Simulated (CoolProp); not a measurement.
Vapour-liquid equilibrium of toluene (1) + n-decane (2) at 338.6 K; x and y are mole fractions of (1).

The numbers come from the multi-fluid Helmholtz-energy mixture model, Lemmon 2006 and Lemmon 2006; pair parameters Bell 2016 in CoolProp.

| x | bubble pressure (MPa) | y at the bubble point | dew pressure at overall composition x (MPa) | liquid density (mol/L) |
|---|---|---|---|---|
| 0.05 | 0.003185 | 0.396 | 0.002120 | 5.005 |
| 0.125 | 0.005015 | 0.647 | 0.002285 | (withheld) |
| 0.2 | 0.006874 | 0.764 | 0.002479 | 5.399 |
| 0.275 | 0.008696 | 0.831 | 0.002709 | (withheld) |
| 0.35 | 0.01044 | 0.873 | 0.002985 | 5.851 |
| 0.425 | 0.01208 | 0.901 | 0.003325 | 6.102 |
| 0.5 | 0.01363 | 0.922 | 0.003752 | 6.373 |
| 0.575 | 0.01508 | 0.939 | 0.004306 | 6.667 |
| 0.65 | (withheld) | 0.952 | 0.005054 | 6.987 |
| 0.725 | 0.01781 | 0.964 | 0.006117 | 7.336 |
| 0.8 | 0.01915 | 0.974 | 0.007751 | (withheld) |
| 0.875 | (withheld) | 0.984 | (withheld) | 8.139 |
| 0.95 | (withheld) | (withheld) | 0.01623 | 8.604 |

**Question.** What belongs in the gaps?

**Answer.** 
- 0.125, liquid density (mol/L): 5.196
- 0.275, liquid density (mol/L): 5.617
- 0.65, bubble pressure (MPa): 0.01647
- 0.8, liquid density (mol/L): 7.718
- 0.875, bubble pressure (MPa): 0.02051
- 0.875, dew pressure at overall composition x (MPa): 0.01056
- 0.95, bubble pressure (MPa): 0.02193
- 0.95, y at the bubble point: 0.994

No azeotrope shows between x = 0.05 and 0.95.

The pair parameters rest on a limited set of measurements; away from them the model extrapolates.
